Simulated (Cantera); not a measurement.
**Ignition delay**

Mixture: 3.96 % CH₄, 18.8 % O₂, 70.9 % N₂, 6.33 % H₂O, at 2100000 Pa, adiabatic and at constant pressure. Ignition delay is the time to a rise of 400 K.

Detailed kinetics in Cantera: GRI-Mech 3.0 (53 species, 325 reactions). The pressure lies above the range GRI-Mech 3.0 was tuned for (to about 10 atm).

```
T0 (K)  delay (ms)
------  ----------
1148          3.48
1198          1.80
1248         0.987
1298         0.564
1348         0.335
1398         0.205
```

| Item | Value |
|---|---|
| apparent activation energy between 1298 and 1398 K | 150 kJ/mol |
